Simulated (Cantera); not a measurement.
Cantera run:

```python
import numpy as np
import cantera as ct

gas_names = """
    H HNO HNO2 HNO3 HO2 H2 H2O H2O2 N NH NH2 NH3 NH2OH NO NO2 NO3 N2 N2H2 N2H4 N2O O OH O2 O3 V VN VO
    VO2
""".split()
cond_names = """
    H2O(s) H2O(L) V(cr) V(L) VN(s) VO(s) VO(L) V2O3(s) V2O3(L) V2O4(I) V2O4(II) V2O4(L) V2O5(s) V2O5(L)
""".split()


# ... load() reads the species with a 1 bar reference pressure and builds the phases ...
atoms = {
    'V2O3': {'V': 2, 'O': 3},
    'H2': {'H': 2},
    'N2': {'N': 2},
}
top_T = {'VN(s)': 2300}  # K; cautious upper limits of use, not melting points


# ... equilibrate(T, P, feed) seeds the gas with the atoms and calls Mixture.equilibrate('TP', solver="vcs", rtol=1e-11, max_steps=5000) ...
results = []
feed = {'V2O3': 1, 'H2': 19, 'N2': 0.62}  # mol
P = 6500  # Pa
for T in [1123, 1273, 1423, 1573, 1723, 1873, 2023, 2173]:
    mix = equilibrate(T, P, feed)
    results.append((T, P, feed, dict(zip(mix.species_names, mix.species_moles))))

top = {s: max(r[3][s] / sum(r[3][g] for g in gas_names) for r in results) for s in gas_names}
cols = sorted((s for s in top if top[s] > 0.0001), key=lambda s: -top[s])[:6]
seen = [c for c in cond_names if any(r[3].get(c, 0) > 1e-12 for r in results)]
print("log10 of partial pressures in bar; condensed amounts in mol")
print(f"{'T/K':>10s}" + "".join(f"{s[:9]:>10s}" for s in cols + seen))
for T, P, feed, n in results:
    ng = sum(n[g] for g in gas_names)
    print(f"{T:10.4g}" + "".join(f"{np.log10(max(n[s] / ng * P / 1e5, 1e-99)):10.3f}" for s in cols)
          + "".join(f"{n.get(c, 0):10.4g}" for c in seen))
```

Output:

```
log10 of partial pressures in bar; condensed amounts in mol
       T/K        H2       H2O        N2         H       VO2        VO     VN(s)     VO(s)     VO(L)   V2O3(s)
      1123    -1.201    -4.154    -2.692    -7.971   -15.289   -16.914   0.01411         0         0    0.9929
      1273    -1.201    -4.106    -2.693    -6.748   -12.618   -13.688   0.01577         0         0    0.9921
      1423    -1.202    -3.836    -2.687    -5.779   -10.409   -11.278         0    0.0881         0    0.9559
      1573    -1.203    -3.473    -2.687    -4.993    -8.562    -9.417         0    0.2031         0    0.8984
      1723    -1.206    -3.175    -2.688    -4.342    -7.049    -7.894         0    0.4033         0    0.7983
      1873    -1.210    -2.928    -2.688    -3.795    -5.790    -6.627         0    0.7143         0    0.6426
      2023    -1.218    -2.721    -2.689    -3.330    -4.729    -5.559         0     1.158         0    0.4175
      2173    -1.233    -2.505    -2.692    -2.933    -3.846    -4.718         0         0     1.951         0
```

Method: chemical equilibrium by Gibbs-energy minimisation in Cantera with the NASA 1993 tables (ideal gas, pure condensed phases). Mutual solubility and eutectic melting of coexisting phases are not modelled. VN, VO: taken at fixed stoichiometry. Condensed phases not in the tables: the oxides between V2O3 and V2O5 other than VO2, solid solutions among these carbides, nitrides and lower oxides, V2N.
